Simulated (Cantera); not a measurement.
Charge: 1 mol Ta2O5, 3.9 mol C, a varied amount of H2, 1.6 mol CO, at 1575 °C and 0.770 bar.

Method: chemical equilibrium by Gibbs-energy minimisation in Cantera with the NASA 1993 tables (ideal gas, pure condensed phases). Candidate condensed phases: C, C6H6, C7H8, C8H18, H2O, Ta, TaC, Ta2O5; 113 gas species. Mutual solubility and eutectic melting of coexisting phases are not modelled. TaC: taken at fixed stoichiometry. Condensed phases not in the tables: Ta2C. Equilibrium is a limit: real reactors are often held back by kinetics, nucleation or transport.

log p: log10 of the partial pressure in bar; n: condensed amount in mol.

```csv
n(H2) (mol),log p CO,log p H2,log p H2O,log p CO2,n TaC(s),n Ta2O5(s)
0.18,-0.13,-1.52,-3.65,-2.86,1.12,0.442
0.25,-0.14,[?],[?],-2.87,1.12,0.441
0.34,-0.15,-1.26,-3.39,-2.88,1.12,0.441
0.48,-0.16,-1.12,-3.26,-2.90,1.12,0.441
0.66,-0.18,[?],[?],-2.92,1.12,0.441
0.91,-0.20,-0.88,-3.03,-2.94,1.12,0.441
1.3,-0.23,-0.76,-2.91,-2.98,1.12,0.440
1.7,-0.26,-0.67,-2.83,-3.02,1.12,0.440
2.4,-0.30,-0.57,-2.74,-3.08,1.12,0.440
3.3,-0.36,-0.48,-2.67,-3.15,1.12,0.439
4.6,-0.43,-0.41,-2.62,-3.24,1.12,0.438
6.4,-0.51,-0.34,-2.58,-3.34,1.13,0.437
```

**Question.** What belongs in the gaps?

**Answer.** 
- 0.66, log p H2: -1.00
- 0.66, log p H2O: -3.14
- 0.25, log p H2: -1.39
- 0.25, log p H2O: -3.51
